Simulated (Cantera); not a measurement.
An isothermal, constant-pressure homogeneous reactor starts with 1.53 % H2, 84.9 % O2, 13.6 % N2, at 1325 K and 0.0128 atm.

Detailed kinetics in Cantera: GRI-Mech 3.0 (53 species, 325 reactions). Radical loss at walls, strong at low pressure, is not modelled.

**Question.** Predict: x(H2) at 4.00 s; x(O2) at 4.00 s; x(NO) at 4.00 s; x(H2O) at 4.00 s; x(N2O) at 4.00 s.

**Answer.** 
- x(H2) at 4.00 s: 1.03e-6 (gas-phase equilibrium 1.98e-8)
- x(O2) at 4.00 s: 0.848 (gas-phase equilibrium 0.848)
- x(NO) at 4.00 s: 6.88e-8 (gas-phase equilibrium 0.000391)
- x(H2O) at 4.00 s: 0.0153 (gas-phase equilibrium 0.0154)
- x(N2O) at 4.00 s: 5.20e-9 (gas-phase equilibrium 1.22e-9)
